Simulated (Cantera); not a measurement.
A closed system holds: 1 mol Ta(OEt)5, 0.68 mol CH4, equilibrated at 1198.15 K.

Equilibrium computed with Cantera from the NASA thermochemical tables; the gas is ideal and each condensed phase is pure. Candidate condensed phases: C, C6H6, C7H8, C8H18, H2O, Ta, TaC, Ta2O5; 113 gas species. The feed counts by its element totals alone. Rates play no part.

**Question.** At 1000000 Pa, list the 5 most abundant gas species with their mole fractions, and the condensed phases.

**Answer.** H2 0.744, CO 0.137, CH4 0.0887, H2O 0.0270, CO2 0.00363. Condensed: C(graphite) + Ta2O5(s).
